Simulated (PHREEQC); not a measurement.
PHREEQC input (ion-association model, wateq4f.dat):

```
SOLUTION_MASTER_SPECIES
  An  An-  0  An  62.0  # stands for a non-complexing anion
SOLUTION_SPECIES
  An- = An-
    -log_k 0
    -gamma 3.0 0
PHASES
  Fix_H+
    H+ = H+
    -log_k 0
SOLUTION 1
  temp 25
  units mmol/kgw
  pH 7 charge
  Na 100
  An 100
END
SELECTED_OUTPUT 1
  -reset false
  -pH true
  -pe true
  -ionic_strength true
  -water true
  -totals Na
  -molalities Hfo_wOH Hfo_wOH2+ Hfo_wO- Hfo_sOH Hfo_sOH2+ Hfo_sO-
USER_PUNCH 1
  -headings sigma psi
  10 PUNCH EDL("sigma", "Hfo"), EDL("psi", "Hfo")
PRINT
  -reset false
USE solution 1
SURFACE 1
  Hfo_wOH 3.14607e-05 600 0.014
  Hfo_sOH 7.86517e-07
EQUILIBRIUM_PHASES 1
  Fix_H+ -4 HAn 10
    -force_equality true
  O2(g) -0.68 10
END
# ... the last block is repeated for the other 12 points of pH, with NaOH or the acid as the point needs
```

Selected output (columns that matter, 9 of 13 rows; pH added in front):

```
pH	mu	Na	m_Hfo_wOH	m_Hfo_wOH2+	m_Hfo_wO-	m_Hfo_sOH	m_Hfo_sOH2+	m_Hfo_sO-	sigma	psi
4	0.10014	0.1	4.198e-06	2.7248e-05	1.4817e-08	1.0495e-07	6.812e-07	3.7042e-10	0.32066	0.14657
5.33	0.10001	0.1	1.5698e-05	1.5396e-05	3.6666e-07	3.9245e-07	3.849e-07	9.1666e-09	0.17697	0.11644
6	0.10001	0.1	2.0198e-05	1.036e-05	9.0211e-07	5.0496e-07	2.5901e-07	2.2553e-08	0.11136	0.093463
6.67	0.1	0.1	2.274e-05	7.0368e-06	1.6835e-06	5.6851e-07	1.7592e-07	4.2088e-08	0.063032	0.066812
8	0.1	0.1	2.4144e-05	3.8225e-06	3.4937e-06	6.0361e-07	9.5562e-08	8.7343e-08	0.0038712	0.0053519
9.33	0.10003	0.10003	2.3224e-05	1.9724e-06	6.2644e-06	5.806e-07	4.931e-08	1.5661e-07	-0.050536	-0.057326
10	0.10014	0.10014	2.1232e-05	1.1358e-06	9.0924e-06	5.3081e-07	2.8396e-08	2.2731e-07	-0.093685	-0.085085
10.67	0.10062	0.10063	1.7376e-05	5.0952e-07	1.3575e-05	4.344e-07	1.2738e-08	3.3938e-07	-0.15384	-0.10927
12	0.11327	0.11329	5.3854e-06	2.5506e-08	2.605e-05	1.3464e-07	6.3764e-10	6.5124e-07	-0.30642	-0.14111
```
